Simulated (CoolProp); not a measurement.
Vapour pressure (kPa) of octamethylcyclotetrasiloxane (D4): the reference equation beside estimates from Tc = 313.4 °C, pc = 1347 kPa, ω = 0.598. Clausius-Clapeyron is anchored at 213.65 °C with a constant enthalpy of vaporisation of 34.01 kJ/mol.

Model: reference Helmholtz-energy equation of state, Thol 2015, in CoolProp.

```csv
T (°C),reference,Clausius-Clapeyron,Redlich-Kwong
123.35,21.23,35.70,87.19
145.95,44.35,62.27,139.8
168.55,(withheld),102.6,212.1
191.05,147.1,160.8,(withheld)
213.65,242.0,242.0,428.1
236.25,(withheld),351.4,578.4
258.75,(withheld),493.5,759.7
281.35,821.1,675.2,976.4
303.85,1164,900.3,1229
```

### Question
Fill in the missing entries.

### Answer

- 168.55, reference: 84.10
- 191.05, Redlich-Kwong: 306.9
- 236.25, reference: 378.1
- 258.75, reference: 565.8

Absolute difference from the reference over all 9 rows, mean and median: Clausius-Clapeyron 22.2 and 17.8 %, Redlich-Kwong 108.4 and 76.9 %.
